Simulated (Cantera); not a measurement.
Input (Python, Cantera) and output of one run.

```python
import numpy as np
import cantera as ct

gas_names = [...]  # 47 gases of nasa_gas.yaml made of Cl, H, N, O, Si
cond_names = """
    H2O(s) H2O(L) NH4CL(a) NH4CL(b) Si(cr) Si(L) SiO2(Lqz) SiO2(hqz) SiO2(L) Si2N2O(s) Si3N4(a)
""".split()


# ... load() reads the species with a 1 bar reference pressure and builds the phases ...
atoms = {
    'SiCl4': {'Si': 1, 'CL': 4},
    'NO': {'N': 1, 'O': 1},
    'H2': {'H': 2},
}
top_T = {'Si2N2O(s)': 2100, 'Si3N4(a)': 2400}  # K; cautious upper limits of use, not melting points


# ... equilibrate(T, P, feed) seeds the gas with the atoms and calls Mixture.equilibrate('TP', solver="vcs", rtol=1e-11, max_steps=5000) ...
results = []
feed = {'SiCl4': 1, 'NO': 11, 'H2': 0.1}  # mol
T = 975  # K
P = 370  # Pa
mix = equilibrate(T, P, feed)
results.append((T, P, feed, dict(zip(mix.species_names, mix.species_moles))))
x = sorted(zip(gas.X, gas.species_names), reverse=True)
print(f"T = {T:g} K  P = {P:g} Pa  gas = {mix.phase_moles(0):.4g} mol")
print("   x: " + "  ".join(f"{s} {v:.3e}" for v, s in x if v > 1e-06))
print("   condensed (mol): " + ("  ".join(f"{mix.phase(i).name} {mix.phase_moles(i):.4g}"
      for i in range(1, mix.n_phases) if mix.phase_moles(i) > 1e-12) or "none"))
```

It prints:

```
T = 975 K  P = 370 Pa  gas = 12.11 mol
   x: N2 4.541e-01  O2 3.716e-01  CL2 1.561e-01  HCL 1.646e-02  CL 1.720e-03  H2O 2.615e-05  NO 2.383e-05  CLO 4.251e-06
   condensed (mol): SiO2(hqz) 1
```

Cantera equilibrium calculation (NASA polynomials, part measured and part estimated; ideal gas, pure solids and liquids).
